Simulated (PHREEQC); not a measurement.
Copper plating or etch bath (model solution)

Dissolve 0.19 mol/kgw CuCl2 at 25 °C. Closed to the air; pH follows from the charge balance.

The numbers come from PHREEQC with the ion-association model, phreeqc.dat.

Each row changes one thing in this solution. This is a speciation only: nothing precipitates in the calculation.

```csv
case,pH,ionic strength (mol/kgw),Cl- (mol/kgw),Cu+2 (mol/kgw),CuCl+ (mol/kgw),CuCl2 (mol/kgw)
as made,4.15,0.493,0.340,0.152,0.0350,0.00242
CuCl2 from 0.19 to 0.209 mol/kgw,4.13,0.537,0.372,0.166,0.0405,0.00297
CuCl2 from 0.19 to 0.095 mol/kgw,4.26,0.260,0.177,0.0825,0.0119,0.000517
CuCl2 from 0.19 to 0.038 mol/kgw,4.46,0.108,0.0732,0.0352,0.00270,6.02e-5
```
